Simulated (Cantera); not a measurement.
Feed: 1 mol C₃H₈, 0.23 mol O₂, 2.3 mol NH₃, equilibrated at 2100 °C and 10.0 mbar.

Cantera equilibrium calculation (NASA polynomials, part measured and part estimated; ideal gas, pure solids and liquids). Candidate condensed phases: C, C₆H₆, C₇H₈, C₈H₁₈, H₂O; 136 gas species. Rates play no part.

Base state: H₂ 0.703, H 0.117, N₂ 0.112, CO 0.0478, HCN 0.0142, C₂H₂ (acetylene) 0.00433, HNC 0.00143, CN 0.000113 (mole fractions); condensed: C(graphite).

Q: What changes in the equilibrium state with this change: O₂ from 0.23 to 0.018 mol?

A: 
| species | before | after |
|---|---|---|
| H₂ | 0.703 | 0.738 |
| H | 0.117 | 0.120 |
| N₂ | 0.112 | 0.117 |
| CO | 0.0478 | 0.00392 |
| HCN | 0.0142 | 0.0149 |
| C₄H₂ | 1.10e-5 | 1.15e-5 |
| C₂H₂ (acetylene) | 0.00433 | 0.00454 |
| C(graphite), mol | 2.30 | 2.73 |

Q: What changes in the equilibrium state with this change: temperature from 2100 °C to 675 °C?

A: 
```
species             before    after
----------------  --------  -------
H₂                   0.703    0.821
N₂                   0.112    0.127
CO                  0.0478   0.0504
H                    0.117  4.75e-9
HCN                 0.0142  6.96e-7
C₂H₂ (acetylene)   0.00433    <1e-9
HNC                0.00143    <1e-9
CN                0.000113    <1e-9
C(graphite), mol      2.30     2.53
```

Q: What changes in the equilibrium state with this change: temperature from 2100 °C to 2600 °C?

A: 
```csv
species,before,after
H,0.117,0.555
H₂,0.703,0.278
N₂,0.112,0.0745
C₂H₂ (acetylene),0.00433,0.0118
HCN,0.0142,0.0229
CO,0.0478,0.0360
C₅,1.03e-8,9.29e-5
C₄,2.25e-9,1.76e-5
C₂,5.57e-7,0.000751
"C(graphite), mol",2.30,1.41
```
